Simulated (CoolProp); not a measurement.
A single-stage vapour-compression cycle with n-perfluorobutane: evaporating at 271.15 K (dew point), condensing at 311.15 K (bubble point), superheat 8 K, subcooling 8 K, compressor efficiency 0.75, no pressure losses. Each further row changes one setting.

Computed with CoolProp (reference Helmholtz-energy equation of state, Gao 2022).

```csv
case,cooling COP,pressure ratio,discharge temperature (K),refrigerating effect (kJ/kg),volumetric capacity (kJ/m³)
as stated,4.15,3.92,311.1,68.2,741
evaporating temperature 276.15 K,5.06,3.22,311.1,…,945
condensing temperature 306.15 K,5.00,…,306.2,73.9,804
subcooling 13 K,…,3.92,311.1,73.9,804
superheat 18 K,4.38,3.92,313.3,76.7,801
compressor efficiency 0.65,…,3.92,311.1,68.2,741
```

**Question.** Fill in the missing entries.

**Answer.** 
- evaporating temperature 276.15 K, refrigerating effect (kJ/kg): 72.1
- condensing temperature 306.15 K, pressure ratio: 3.38
- subcooling 13 K, cooling COP: 4.50
- compressor efficiency 0.65, cooling COP: 3.60

The compression ends wet for: as stated; evaporating temperature 276.15 K; condensing temperature 306.15 K; subcooling 13 K; compressor efficiency 0.65.
